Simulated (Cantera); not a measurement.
Input: 1 mol B2O3, 0.2 mol NH3, 3.2 mol H2, at 1002 °C and 0.278 Torr.

These are equilibrium values from Cantera (NASA tables, ideal gas, pure condensed phases), not measurements of a reactor. Candidate condensed phases: B, BN, B2O3, B3O3H3, H2O; 39 gas species. Mutual solubility and eutectic melting of coexisting phases are not modelled. The numbers say what is thermodynamically allowed, not how fast it happens.

Base state: H2 0.969, N2 0.0276, HBO2 0.00158, HBO 0.000893, B2O3 0.000248, H2O 0.000181, H 3.77e-5, B2O2 1.26e-5 (mole fractions); condensed: BN(s) + B2O3(l).

### Question
What changes in the equilibrium state with this change: NH3 from 0.2 to 0.11 mol?

### Answer
```csv
species,before,after
H2,0.969,0.981
N2,0.0276,0.0159
HBO2,0.00158,0.00146
B2O2,1.26e-5,1.51e-5
H2O,0.000181,0.000153
HBO,0.000893,0.000984
H,3.77e-5,3.80e-5
"BN(s), mol",0.00123,0.000850
"B2O3(l), mol",0.994,0.994
```
